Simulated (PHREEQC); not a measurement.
Synthetic water in mg/L, 25 °C, pH 7.34, pe 1.7:

| constituent | mg/L |
|---|---|
| Na | 60.7 |
| K | 17.9 |
| Ca | 51.1 |
| Mg | 4.39 |
| Cl | 140 |
| S(6) as SO4 | 8.04 |
| Alkalinity as HCO3 | 122 |
| B | 0.883 |
| N(-3) as NH4 | 3.11 |
| Br | 0.229 |
| F | 0.122 |

Valence states are taken as typed.

All values are PHREEQC results (ion-association model, wateq4f.dat), not measurements.

| Property | Value |
|---|---|
| ionic strength | 0.00759 mol/kgw |
| charge-balance error | 0.5 % |

```
species  molality  activity   log γ
-------  --------  --------  ------
Cl-       0.00395   0.00360  -0.040
Na+       0.00264   0.00241  -0.039
HCO3-     0.00196   0.00179  -0.038
Ca+2      0.00124  0.000871  -0.154
K+       0.000458  0.000417  -0.040
CO2      0.000184  0.000184   0.001
Mg+2     0.000176  0.000124  -0.152
NH4+     0.000170  0.000156  -0.040
H3BO3     8.06e-5   8.07e-5   0.001
SO4-2     7.25e-5   5.07e-5  -0.156
CaHCO3+   2.17e-5   1.99e-5  -0.038
```

No solid was allowed to form. Real BF4- forms and hydrolyses slowly; the run takes it at equilibrium.
